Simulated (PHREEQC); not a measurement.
A solution holds 0.031 mol/kgw HF, 0.00065 mol/kgw NH4HF2 and 0.0061 mol/kgw HCl, at 25 °C. Closed to the air; pH follows from the charge balance.

The numbers come from PHREEQC with the ion-association model, phreeqc.dat.

| quantity | before | after |
|---|---|---|
| pH | 2.11 | 2.82 |
| ionic strength (mol/kgw) | 0.00915 | 0.00164 |
| HF (mol/kgw) | 0.0289 | 0.00219 |
| F- (mol/kgw) | 0.00275 | 0.00102 |
| HF2- (mol/kgw) | 0.000305 | 8.57e-6 |

### Question
Name the change that produced these shifts.
A) temperature from 25 to 60 °C
B) diluted 10-fold with water
C) HF from 0.031 to 0.062 mol/kgw
D) HCl replaced by MnCl2 at the same molality
E) HCl from 0.0061 to 0.00915 mol/kgw

### Answer
B, diluted 10-fold with water

This is a speciation only: nothing precipitates in the calculation.
